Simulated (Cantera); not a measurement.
A closed system holds: 1 mol PbF₂, 0.15 mol HF, 0.27 mol H₂, held at 575 °C and 0.000160 bar.

Method: chemical equilibrium by Gibbs-energy minimisation in Cantera with the NASA 1993 tables (ideal gas, pure condensed phases). Candidate condensed phases: Pb, PbF₂; 16 gas species. The numbers say what is thermodynamically allowed, not how fast it happens.

Base state: HF 0.967, PbF₄ 0.0266, PbF₂ 0.00435, Pb 0.00188, H₂ 8.76e-5, PbF 6.45e-5 (mole fractions); condensed: Pb(l) + PbF₂(s).

What changes in the equilibrium state with this change: temperature from 575 °C to 952 °C?


| species | before | after |
|---|---|---|
| HF | 0.967 | 0.408 |
| PbF₂ | 0.00435 | 0.278 |
| Pb | 0.00188 | 0.215 |
| PbF | 6.45e-5 | 0.0296 |
| PbF₄ | 0.0266 | 0.0698 |
| H₂ | 8.76e-5 | 8.07e-7 |
| Pb(l), mol | 0.288 | 0 |
| PbF₂(s), mol | 0.689 | 0 |
